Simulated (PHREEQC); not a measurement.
# Nickel, zinc or cadmium bath

Consider water at 70 °C with 0.14 mol/kgw ZnCl2, 0.0071 mol/kgw NaCl and 0.16 mol/kgw FeSO4. Closed to the air; pH follows from the charge balance.

Model: ion-association model, phreeqc.dat, run in PHREEQC.

```yaml
pH: 5.03
ionic_strength: 0.577 mol/kgw
activity_of_water: 0.990
density: 1.018 g/cm³
```

```csv
species,molality,activity,log γ
Cl-,0.231,0.142,-0.210
Fe+2,0.0937,0.0201,-0.669
FeSO4,0.0607,0.0694,0.058
Zn+2,0.0607,0.0109,-0.745
SO4-2,0.0557,0.00951,-0.768
ZnCl+,0.0380,0.0234,-0.210
ZnSO4,0.0288,0.0329,0.058
Zn(SO4)2-2,0.00712,0.00188,-0.577
Na+,0.00668,0.00462,-0.160
```

This is a speciation only: nothing precipitates in the calculation. Complexes and solids missing from the database can't appear. Constants without temperature data keep their 25 °C values here.
